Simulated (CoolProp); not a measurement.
Nitrous oxide along the isotherm 66.95 °C: Z from the reference equation and from simpler models built on Tc = 36.4 °C, pc = 72.45 bar, ω = 0.161; each cubic takes its own stable root.

Computed with CoolProp (reference Helmholtz-energy equation of state, Lemmon 2006). It is a short technical equation, of lower accuracy than the large ones.

```tsv
p (bar)	phase	reference
13.9	gas	0.9497
27.9	gas	0.8960
41.8	gas	0.8390
55.7	gas	0.7772
69.7	gas	0.7088
83.6	supercritical	0.6330
97.5	supercritical	0.5489
111	supercritical	0.4681
125	supercritical	0.4132
139	supercritical	0.3946
153	supercritical	0.3958
167	supercritical	0.4059
181	supercritical	0.4203
```

Task: How far does each simpler model (van der Waals, Redlich-Kwong, Soave-Redlich-Kwong, Peng-Robinson) lie from the reference over these 13 states: mean and median of the absolute difference, and the worst?

Result: 
- van der Waals: mean 8.1 %, median 5.5 %, worst +24.3 % at 66.95 °C and 181 bar
- Redlich-Kwong: mean 3.7 %, median 1.0 %, worst +10.1 % at 66.95 °C and 167 bar
- Soave-Redlich-Kwong: mean 7.1 %, median 4.8 %, worst +15.4 % at 66.95 °C and 153 bar
- Peng-Robinson: mean 3.3 %, median 2.4 %, worst +7.0 % at 66.95 °C and 139 bar
